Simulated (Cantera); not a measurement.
Charge: 1 mol Cu₂O, 2.7 mol C, 0.76 mol N₂, held at 0.00620 bar.

Cantera equilibrium calculation (NASA polynomials, part measured and part estimated; ideal gas, pure solids and liquids). Candidate condensed phases: C, Cu, CuO, Cu₂O; 27 gas species. Rates play no part. All values below are at 2198 K.

Base state: Cu 0.531, CO 0.266, N₂ 0.202, Cu₂ 0.000580, CN 3.38e-5 (mole fractions); condensed: C(graphite).

Task: What changes in the equilibrium state with this change: C from 2.7 to 0.34 mol?

Result: 
```
species            before     after
----------------  -------  --------
Cu                  0.531     0.602
N₂                  0.202     0.228
CO₂               4.78e-9    0.0776
CO                  0.266    0.0251
O₂                  <1e-9    0.0547
O                   <1e-9   0.00793
NO                  <1e-9   0.00345
CuO                 <1e-9  0.000994
C(graphite), mol     1.70         0
```
